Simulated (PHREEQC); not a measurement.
1 kg of water holding 0.0057 mol/kgw KCl, 0.014 mol/kgw Na2CO3, 0.021 mol/kgw Na2SO4, 0.044 mol/kgw NaCl and 0.6 mol/kgw NaHCO3 is evaporated at 25 °C; the solids stay in contact with the brine. CO2 from the air is kept out. Only these solids could form: Arcanite, Burkeite, Glaserite, Halite, Kalicinite, Mirabilite, Misenite, Nahcolite, Natron, Sylvite, Thenardite, Trona.

The series has 26 steps of water left (kg), from 1 to 0.006908.

Equilibrium calculation in PHREEQC: Pitzer model, pitzer.dat.

Which solids form, in which order, and at which step of the series does each first stand?

Nahcolite from water left = 0.4563 kg (pH 7.93); Trona from water left = 0.01605 kg (pH 9.48); Thenardite from water left = 0.01301 kg (pH 9.43); Halite from water left = 0.008535 kg (pH 9.36).

Complexes and solids missing from the database can't appear.
